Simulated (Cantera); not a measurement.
A closed system holds: 1 mol C, 0.71 mol H2.

Equilibrium computed with Cantera from the NASA thermochemical tables; the gas is ideal and each condensed phase is pure. Candidate condensed phases: C, C6H6, C7H8, C8H18; 76 gas species. The ideal-gas law is rough above about 30 bar. The numbers say what is thermodynamically allowed, not how fast it happens.

Stable condensed phases, one row left out:

```
T in °C \ P in Pa
               10       56      320     1800    10000    56000   320000  1800000 10000000
   2775         A        A        B        B        B        B        B        B        B
   2375         B        B        B        B        B        B        B        B        B
   2175         B        B        B        B        B        B        B        B        B
   1975         B        B        B        B        B        B        B        B        B
   1775         B        B        B        B        B        B        B        B        B
   1575         B        B        B        B        B        B        B        B        B
   1375         B        B        B        B        B        B        B        B        B
   1175         B        B        B        B        B        B        B        B        B
    975         B        B        B        B        B        B        B        B        B
    775         B        B        B        B        B        B        B        B        B
    575         B        B        B        B        B        B        B        B        B
    375         B        B        B        B        B        B        B        B        B
```

A: gas only; B: C.

### Question
Give the row for 2575 °C.

### Answer
10: gas only; 56: C; 320: C; 1800: C; 10000: C; 56000: C; 320000: C; 1800000: C; 10000000: C.
